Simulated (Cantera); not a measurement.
A diamond (100) surface in a fixed gas of H2 with x(CH4) = 0.0057, x(H) = 0.023, x(CH3) = 5.2e-05, 0.217 atm; coverages are run to steady state.

Model: the Harris–Goodwin 1993 mechanism for the reconstructed diamond (100) surface, integrated in Cantera.

θ: site fractions in the mechanism's names (c6HH fully hydrogenated, c6H* and c6*H radical sites, c6** diradical, c6HM methylated).

```json
[
 {"T (K)": "925", "growth (µm/h)": "4.18", "θ c6HH": "0.666", "θ c6H*": "0.0132", "θ c6*H": "0.313", "θ c6**": "0.00557", "θ c6HM": "___"},
 {"T (K)": "975", "growth (µm/h)": "5.43", "θ c6HH": "0.619", "θ c6H*": "0.0172", "θ c6*H": "0.354", "θ c6**": "0.00829", "θ c6HM": "___"},
 {"T (K)": "1025", "growth (µm/h)": "6.81", "θ c6HH": "0.573", "θ c6H*": "0.0216", "θ c6*H": "0.392", "θ c6**": "0.0118", "θ c6HM": "___"},
 {"T (K)": "1075", "growth (µm/h)": "8.27", "θ c6HH": "0.531", "θ c6H*": "0.0264", "θ c6*H": "0.425", "θ c6**": "0.0162", "θ c6HM": "___"},
 {"T (K)": "1125", "growth (µm/h)": "9.69", "θ c6HH": "0.491", "θ c6H*": "0.0316", "θ c6*H": "0.455", "θ c6**": "0.0215", "θ c6HM": "___"},
 {"T (K)": "1175", "growth (µm/h)": "10.8", "θ c6HH": "0.455", "θ c6H*": "0.0368", "θ c6*H": "0.480", "θ c6**": "0.0277", "θ c6HM": "___"},
 {"T (K)": "1225", "growth (µm/h)": "11.3", "θ c6HH": "0.421", "θ c6H*": "0.0422", "θ c6*H": "0.501", "θ c6**": "0.0348", "θ c6HM": "___"},
 {"T (K)": "1275", "growth (µm/h)": "10.8", "θ c6HH": "0.391", "θ c6H*": "0.0476", "θ c6*H": "0.518", "θ c6**": "0.0428", "θ c6HM": "___"},
 {"T (K)": "1325", "growth (µm/h)": "9.22", "θ c6HH": "0.363", "θ c6H*": "0.0530", "θ c6*H": "0.532", "θ c6**": "0.0515", "θ c6HM": "___"},
 {"T (K)": "1375", "growth (µm/h)": "7.46", "θ c6HH": "0.339", "θ c6H*": "0.0582", "θ c6*H": "0.542", "θ c6**": "0.0610", "θ c6HM": "___"}
]
```

Problem. Some entries are withheld; supply them.

Solution. 
- 925, θ c6HM: 0.00171
- 975, θ c6HM: 0.00138
- 1025, θ c6HM: 0.00112
- 1075, θ c6HM: 0.000913
- 1125, θ c6HM: 0.000743
- 1175, θ c6HM: 0.000594
- 1225, θ c6HM: 0.000451
- 1275, θ c6HM: 0.000313
- 1325, θ c6HM: 0.000192
- 1375, θ c6HM: 0.000104
